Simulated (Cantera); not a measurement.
An isothermal, constant-pressure homogeneous reactor starts with N2O : O2 = 1 : 17 (molar parts), at 1300 K and 1330 Pa.

Model: GRI-Mech 3.0 (53 species, 325 reactions), integrated in Cantera. GRI-Mech 3.0 was tuned for natural gas; its chemistry of N2O as a main component is partial and can be far from experiment. Radical loss at walls, strong at low pressure, is not modelled. The mechanism lacks 2 NO + O2 → 2 NO2 and HONO, so NO2 and the effect of NO are under-described below about 1400 K.

### Question
Predict: x(N2O) at 90.0 s; x(O2) at 90.0 s; x(NO) at 90.0 s; x(N2) at 90.0 s; x(NO2) at 90.0 s; x(O) at 90.0 s.

### Answer
| Item | Result |
|---|---|
| x(N2O) at 90.0 s | 0.000895 (gas-phase equilibrium 4.43e-10) |
| x(O2) at 90.0 s | 0.942 (gas-phase equilibrium 0.946) |
| x(NO) at 90.0 s | 0.00782 (gas-phase equilibrium 0.000221) |
| x(N2) at 90.0 s | 0.0493 (gas-phase equilibrium 0.0539) |
| x(NO2) at 90.0 s | 6.28e-6 (gas-phase equilibrium 5.85e-7) |
| x(O) at 90.0 s | 5.73e-6 (gas-phase equilibrium 1.50e-6) |
